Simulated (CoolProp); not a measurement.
Properties of nitrogen along the isotherm 112.4 K.

Computed with CoolProp (reference Helmholtz-energy equation of state, Span 2000).

```json
[
 {"p (MPa)": "0.107", "phase": "gas", "speed of sound (m/s)": "214.4", "expansivity (1/kK)": "9.295", "conductivity (mW/(m K))": "10.6", "Prandtl number": "0.781"},
 {"p (MPa)": "0.204", "phase": "gas", "speed of sound (m/s)": "212.8", "expansivity (1/kK)": "9.689", "conductivity (mW/(m K))": "…", "Prandtl number": "0.796"},
 {"p (MPa)": "0.386", "phase": "gas", "speed of sound (m/s)": "209.7", "expansivity (1/kK)": "10.53", "conductivity (mW/(m K))": "10.9", "Prandtl number": "0.825"},
 {"p (MPa)": "0.732", "phase": "gas", "speed of sound (m/s)": "203.4", "expansivity (1/kK)": "12.60", "conductivity (mW/(m K))": "11.4", "Prandtl number": "0.894"},
 {"p (MPa)": "1.39", "phase": "gas", "speed of sound (m/s)": "188.5", "expansivity (1/kK)": "20.71", "conductivity (mW/(m K))": "13.3", "Prandtl number": "1.13"},
 {"p (MPa)": "2.63", "phase": "liquid", "speed of sound (m/s)": "…", "expansivity (1/kK)": "13.86", "conductivity (mW/(m K))": "78.9", "Prandtl number": "1.87"},
 {"p (MPa)": "4.98", "phase": "liquid", "speed of sound (m/s)": "…", "expansivity (1/kK)": "10.54", "conductivity (mW/(m K))": "85.4", "Prandtl number": "1.69"},
 {"p (MPa)": "9.45", "phase": "liquid", "speed of sound (m/s)": "618.4", "expansivity (1/kK)": "7.833", "conductivity (mW/(m K))": "94.8", "Prandtl number": "1.55"},
 {"p (MPa)": "17.9", "phase": "liquid", "speed of sound (m/s)": "…", "expansivity (1/kK)": "5.750", "conductivity (mW/(m K))": "108", "Prandtl number": "1.47"},
 {"p (MPa)": "34", "phase": "liquid", "speed of sound (m/s)": "…", "expansivity (1/kK)": "4.184", "conductivity (mW/(m K))": "127", "Prandtl number": "1.46"}
]
```

Q: Some entries are withheld; supply them.

A: 
- 0.204, conductivity (mW/(m K)): 10.7
- 2.63, speed of sound (m/s): 475.9
- 4.98, speed of sound (m/s): 537.6
- 17.9, speed of sound (m/s): 722.3
- 34, speed of sound (m/s): 855.9

Viscosity comes from a separate model (Lemmon 2004). Thermal conductivity comes from a separate model (Lemmon 2004).
